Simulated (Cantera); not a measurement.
Equilibrium for silicon carbide growth: CH3SiCl3 + H2

Charge: 1 mol CH3SiCl3, 6.8 mol H2, at 5300 Pa.

Method: chemical equilibrium by Gibbs-energy minimisation in Cantera with the NASA 1993 tables (ideal gas, pure condensed phases). Candidate condensed phases: C, C6H6, C7H8, C8H18, Si, SiC; 109 gas species. The feed counts by its element totals alone. The tables' values for SiCl3, SiCl are old estimates; treat these amounts as uncertain. Rates play no part.

| T (K) | log p H2 | log p HCl | log p SiCl2 | log p H | n C(graphite) | n SiC(s) |
|---|---|---|---|---|---|---|
| 1375 | -1.43 | -1.81 | -4.09 | -6.18 | 0.0395 | 0.959 |
| 1425 | -1.43 | -1.80 | -3.97 | -5.88 | 0.0361 | 0.963 |
| 1475 | -1.43 | -1.80 | -3.86 | -5.60 | 0.0371 | 0.962 |
| 1525 | -1.43 | -1.80 | -3.76 | -5.34 | 0.0409 | 0.958 |
| 1575 | -1.43 | -1.81 | -3.66 | -5.10 | 0.0466 | 0.953 |
| 1625 | -1.43 | -1.81 | -3.58 | -4.87 | 0.0538 | 0.945 |
| 1675 | -1.43 | -1.81 | -3.50 | -4.65 | 0.0622 | 0.937 |
| 1725 | -1.43 | -1.81 | -3.43 | -4.45 | 0.0715 | 0.927 |
| 1775 | -1.43 | -1.82 | -3.37 | -4.25 | 0.0816 | 0.916 |
| 1825 | -1.43 | -1.82 | -3.30 | -4.07 | 0.0923 | 0.905 |
| 1875 | -1.43 | -1.82 | -3.25 | -3.90 | 0.103 | 0.892 |
| 1925 | -1.43 | -1.83 | -3.20 | -3.73 | 0.115 | 0.879 |
| 1975 | -1.43 | -1.83 | -3.15 | -3.58 | 0.126 | 0.865 |
| 2025 | -1.43 | -1.84 | -3.11 | -3.43 | 0.137 | 0.850 |
log p: log10 of the partial pressure in bar; n: condensed amount in mol.

From 1375 K to 2025 K the condensed part is C(graphite) + SiC(s). The main Si-bearing gas is SiCl4 at 1375 K and SiCl2 at 2025 K. The share of Si in condensed phases is highest at 1425 K (96.3 %) and lowest at 2025 K (85.0 %).
